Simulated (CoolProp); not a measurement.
A simple Rankine cycle with water: condensing at 306.15 K, boiler at 0.245 MPa, turbine inlet 401.9 K, turbine efficiency 0.9, pump efficiency 0.8, no recuperator. Each further row changes one setting.

Model: reference Helmholtz-energy equation of state, Wagner 2002, in CoolProp.

```tsv
case	thermal efficiency (%)	net work (kJ/kg)	heat in (kJ/kg)	turbine exit temperature (K)	volume ratio over the turbine
as stated	[?]	507	2580	306.1	32.5
turbine inlet 421.9 K	19.7	517	2620	306.1	31.3
condensing temperature 298.15 K	[?]	555	2610	298.1	49.6
boiler pressure 0.171 MPa	17.9	[?]	2590	306.1	23.1
turbine efficiency 0.8	[?]	450	2580	306.1	[?]
```

Q: Fill in the missing entries.

A: 
- as stated, thermal efficiency (%): 19.6
- condensing temperature 298.15 K, thermal efficiency (%): 21.2
- boiler pressure 0.171 MPa, net work (kJ/kg): 464
- turbine efficiency 0.8, thermal efficiency (%): 17.5
- turbine efficiency 0.8, volume ratio over the turbine: 33.4

The expansion ends wet for: as stated; turbine inlet 421.9 K; condensing temperature 298.15 K; boiler pressure 0.171 MPa; turbine efficiency 0.8.
